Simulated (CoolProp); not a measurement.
The numbers come from the reference Helmholtz-energy equation of state, Gao 2020 in CoolProp.

**Question.** For ammonia, give the phase and the viscosity (µPa s), conductivity (mW/(m K)) at 277.8 K and 1.01 bar; 336 K and 1.01 bar.

**Answer.** 
- 277.8 K and 1.01 bar: gas; viscosity 9.36, conductivity 23.3
- 336 K and 1.01 bar: gas; viscosity 11.5, conductivity 28.8

Viscosity comes from a separate model (Fenghour 1995). Thermal conductivity comes from a separate model (Tufeu 1984).
